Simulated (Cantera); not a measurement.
Feed: 1 mol Cr, 2 mol NH3, held at 2150 °C and 1.90 bar.

Equilibrium computed with Cantera from the NASA thermochemical tables; the gas is ideal and each condensed phase is pure. Candidate condensed phases: Cr, CrN, Cr2N; 11 gas species. Equilibrium is a limit: real reactors are often held back by kinetics, nucleation or transport.

Base state: H2 0.722, N2 0.242, Cr 0.0252, H 0.0109 (mole fractions); condensed: Cr(l).

What changes in the equilibrium state with this change: pressure from 1.90 bar to 0.00120 bar?


| species | before | after |
|---|---|---|
| H2 | 0.722 | 0.356 |
| H | 0.0109 | 0.305 |
| Cr | 0.0252 | 0.169 |
| N2 | 0.242 | 0.169 |
| Cr(l), mol | 0.896 | 0 |

What changes in the equilibrium state with this change: temperature from 2150 °C to 952 °C?


| species | before | after |
|---|---|---|
| H2 | 0.722 | 0.857 |
| N2 | 0.242 | 0.143 |
| NH3 | 6.47e-6 | 9.71e-5 |
| Cr | 0.0252 | <1e-9 |
| H | 0.0109 | 2.09e-7 |
| Cr(l), mol | 0.896 | 0 |
| CrN(s), mol | 0 | 1.00 |
